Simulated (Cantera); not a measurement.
## Ignition delay

Mixture: 4.98 % CH₄, 5.98 % CO, 22.3 % O₂, 66.7 % N₂, equivalence ratio 0.58, at 1.00 bar, adiabatic and at constant volume. Ignition delay is the time to a rise of 400 K.

Computed with Cantera and GRI-Mech 3.0 (53 species, 325 reactions).

| T0 (K) | delay (ms) |
|---|---|
| 1000 | 931 |
| 1050 | 353 |
| 1100 | 143 |
| 1150 | 61.2 |
| 1200 | 27.6 |
| 1250 | 13.1 |
| 1300 | 6.51 |

The apparent activation energy between 1200 and 1300 K is 190 kJ/mol.
